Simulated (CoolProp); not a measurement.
Methanol along the isobar 29.5 MPa: fugacity coefficient from the reference equation and from simpler models built on Tc = 513.4 K, pc = 8.216 MPa, ω = 0.565; each cubic takes its own stable root.

Computed with CoolProp (reference Helmholtz-energy equation of state, de Reuck 1993).

```
T (K)   phase   reference  Redlich-Kwong  Soave-Redlich-Kwong  Peng-Robinson
-----  ------  ----------  -------------  -------------------  -------------
241.7  liquid    2.462e-5      0.0005610           (withheld)       1.773e-5
258    liquid    8.380e-5       0.001388           (withheld)     (withheld)
274.2  liquid   0.0002415       0.002979            0.0002059      0.0002167
290.5  liquid   0.0006133       0.005750            0.0005782      0.0005914
306.7  liquid    0.001386        0.01010             0.001410       0.001410
323    liquid    0.002865        0.01653             0.003087       0.003030
339.2  liquid    0.005439        0.02535             0.006114       0.005913
355.5  liquid    0.009665        0.03699              0.01120        0.01071
371.7  liquid     0.01611     (withheld)              0.01907        0.01805
388    liquid     0.02552     (withheld)              0.03063        0.02878
404.3  liquid  (withheld)        0.09007              0.04664        0.04358
420.5  liquid     0.05575         0.1137              0.06764     (withheld)
436.8  liquid     0.07779         0.1403              0.09434        0.08749
```

Q: Complete the blanks.

A: 
- 241.7, Soave-Redlich-Kwong: 1.558e-5
- 258, Soave-Redlich-Kwong: 6.278e-5
- 258, Peng-Robinson: 6.840e-5
- 371.7, Redlich-Kwong: 0.05153
- 388, Redlich-Kwong: 0.06925
- 404.3, reference: 0.03857
- 420.5, Peng-Robinson: 0.06293
